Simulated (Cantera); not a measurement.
What does this Cantera script print?

```python
import numpy as np
import cantera as ct

gas_names = """
    Electron C C+ C- CH CH+ CH2 CH3 CH2OH CH3O CH4 CH3OH CN CN+ CN- CO CO+ CO2 CO2+ COOH C2 C2+ C2- C2H
    CHCO,ketyl C2H2,acetylene C2H2,vinylidene CH2CO,ketene C2H3,vinyl CH3CN CH3CO,acetyl C2H4
    C2H4O,ethylen CH3CHO,ethanal CH3COOH (HCOOH)2 C2H5 C2H6 CH3OCH3 C2H5OH CCN CNC C2N2 C2O C3
    C3H3,propargyl C3H4,allene C3H4,propyne C3H4,cyclo- C3H5,allyl C3H6,propylene C3H6,cyclo- C3H6O
    C3H7,n-propyl C3H7,i-propyl C3H8 C3H8O,1propanol C3H8O,2propanol C3O2 C4 C4H2 C4H4,1,3-cyclo-
    C4H6,butadiene C4H6,2-butyne C4H6,cyclo- C4H8,1-butene C4H8,cis2-buten C4H8,tr2-butene
    C4H8,isobutene C4H8,cyclo- (CH3COOH)2 C4H9,n-butyl C4H9,i-butyl C4H9,s-butyl C4H9,t-butyl
    C4H10,isobutane C4H10,n-butane C4N2 C5 C5H6,1,3cyclo- C5H8,cyclo- C5H10,1-pentene C5H10,cyclo-
    C5H11,pentyl C5H11,t-pentyl C5H12,n-pentane C5H12,i-pentane CH3C(CH3)2CH3 C6H2 C6H5,phenyl
    C6H5O,phenoxy C6H6 C6H5OH,phenol C6H10,cyclo- C6H12,1-hexene C6H12,cyclo- C6H13,n-hexyl C7H7,benzyl
    C7H8 C7H8O,cresol C7H14,1-heptene C7H15,n-heptyl C7H16,n-heptane C8H8,styrene C8H10,ethylbenz
    C8H16,1-octene C8H17,n-octyl C8H18,isooctane C8H18,n-octane C9H19,n-nonyl C10H8,naphthale
    C10H21,n-decyl C12H9,o-bipheny C12H10,bipheny H H+ H- HCN HCO HCO+ HCCN HNC HNCO HNO HNO2 HNO3 HO2
    H2 H2+ H2- HCHO,formaldehy HCOOH H2O H2O+ H2O2 H3O+ N N+ N- NCO NH NH+ NH2 NH3 NH2OH NH4+ NO NO+ NO2
    NO2- NO3 NO3- N2 N2+ N2- N2H2 N2H4 N2O N2O+ O O+ O- OH OH+ OH- O2 O2+ O2- O3
""".split()
cond_names = """
    C(gr) C6H6(L) C7H8(L) C8H18(L),n-octa H2O(s) H2O(L)
""".split()


def load(file, names, dense=False):
    # The tables refer to 1 bar. Condensed volumes are neglected.
    table = {s.name: s for s in ct.Species.list_from_file(file)}
    out = []
    for n in names:
        d = dict(table[n].input_data)
        d["thermo"] = dict(d["thermo"], **{"reference-pressure": 1e5})
        if dense:
            d["equation-of-state"] = {"model": "constant-volume", "density": "1e6 g/cm^3"}
        out.append(ct.Species.from_dict(d))
    return out


gas = ct.Solution(thermo="ideal-gas", species=load("nasa_gas.yaml", gas_names))
cond = {s.name: ct.Solution(thermo="fixed-stoichiometry", species=[s], name=s.name)
        for s in load("nasa_condensed.yaml", cond_names, dense=True)}
atoms = {
    'C2H5OH': {'C': 2, 'H': 6, 'O': 1},
    'H2': {'H': 2},
    'N2': {'N': 2},
    'O2': {'O': 2},
}
top_T = {'C(gr)': 4500}  # K; cautious upper limits of use, not melting points


def equilibrate(T, P, feed):
    n = {}
    for name, mol in feed.items():
        for a, k in atoms[name].items():
            n[a] = n.get(a, 0.0) + k * mol
    gas.TPX = T, P, n
    mass = sum(n.values()) * gas.mean_molecular_weight
    gas.equilibrate("TP")
    valid = [c for c in cond.values() if c.min_temp <= T <= top_T.get(c.name, c.max_temp)]
    mix = ct.Mixture([(gas, mass / gas.mean_molecular_weight)] + [(c, 0.0) for c in valid])
    mix.T, mix.P = T, P
    mix.equilibrate("TP", solver="vcs", rtol=1e-11, max_steps=5000)
    return mix


results = []
feed = {'C2H5OH': 1, 'H2': 13, 'N2': 0.31, 'O2': 1.5}  # mol
P = 10000  # Pa
for T in [3000, 3500, 4000, 4500, 5000]:
    mix = equilibrate(T, P, feed)
    results.append((T, P, feed, dict(zip(mix.species_names, mix.species_moles))))
    x = sorted(zip(gas.X, gas.species_names), reverse=True)
    print(f"T = {T:g} K  P = {P:g} Pa  gas = {mix.phase_moles(0):.4g} mol")
    print("   x: " + "  ".join(f"{s} {v:.3e}" for v, s in x if v > 0.001))
    print("   condensed (mol): " + ("  ".join(f"{mix.phase(i).name} {mix.phase_moles(i):.4g}"
          for i in range(1, mix.n_phases) if mix.phase_moles(i) > 1e-12) or "none"))
```

Result:

```
T = 3000 K  P = 10000 Pa  gas = 22.5 mol
   x: H2 4.687e-01  H 3.418e-01  CO 8.730e-02  H2O 6.389e-02  OH 1.548e-02  N2 1.364e-02  O 6.917e-03  CO2 1.607e-03
   condensed (mol): none
T = 3500 K  P = 10000 Pa  gas = 30.89 mol
   x: H 7.151e-01  H2 1.466e-01  CO 6.440e-02  O 4.141e-02  OH 1.457e-02  N2 9.742e-03  H2O 6.491e-03
   condensed (mol): none
T = 4000 K  P = 10000 Pa  gas = 35.19 mol
   x: H 8.492e-01  CO 5.680e-02  O 5.292e-02  H2 2.838e-02  N2 8.401e-03  OH 3.148e-03
   condensed (mol): none
T = 4500 K  P = 10000 Pa  gas = 36.09 mol
   x: H 8.731e-01  CO 5.534e-02  O 5.451e-02  N2 7.286e-03  H2 6.375e-03  N 2.430e-03
   condensed (mol): none
T = 5000 K  P = 10000 Pa  gas = 36.4 mol
   x: H 8.751e-01  O 5.565e-02  CO 5.390e-02  N 7.278e-03  N2 4.819e-03  H2 1.851e-03  C 1.017e-03
   condensed (mol): none
```

These are equilibrium values from Cantera (NASA tables, ideal gas, pure condensed phases), not measurements of a reactor.
